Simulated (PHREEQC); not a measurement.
A solution holds 0.0021 mol AgNO3, 0.0017 mol HNO3 and 7.5e-05 mol Zn(NO3)2 per kg of water, at 25 °C. It is in equilibrium with CO2 at log p = -3.4 (atm). Otherwise closed; pH follows from the charge balance.

The numbers come from PHREEQC with the ion-association model, wateq4f.dat.

Problem. The ionic strength comes out as 0.00402 mol/kgw. What activity coefficients do Zn+2, Ag+, NO3-, H+ get?

Solution. Zn+2 0.77, Ag+ 0.93, NO3- 0.93, H+ 0.94.

This is a speciation only: nothing precipitates in the calculation. Complexes and solids missing from the database can't appear.
